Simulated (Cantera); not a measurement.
Source: NASA polynomial tables (part measured, part estimated), evaluated in Cantera. Values are per mole of reaction as written; species without (g) are pure solids or liquids, kept so even where they would boil at 1 bar. VN: taken at fixed stoichiometry.

Q: Between 300 and 1800 K, where is each reaction favourable under standard conditions?
- 3 N₂(g) + 2 V₂O₃ ⇌ 6 NO(g) + 4 V
- 5 H₂O₂(g) + 4 VN ⇌ 10 H(g) + 2 N₂O(g) + 2 V₂O₄

A: 
- 3 N₂(g) + 2 V₂O₃ ⇌ 6 NO(g) + 4 V: ΔG° is 2802 kJ at 300 K and 1963 kJ at 1800 K; it stays positive (K < 1). ΔH° is 2910 kJ and ΔS° 526 J/K at 1800 K.
- 5 H₂O₂(g) + 4 VN ⇌ 10 H(g) + 2 N₂O(g) + 2 V₂O₄: ΔG° is 897 kJ at 300 K and -128 kJ at 1800 K; it changes sign between 1625 and 1650 K. ΔH° is 1227 kJ and ΔS° 753 J/K at 1800 K.
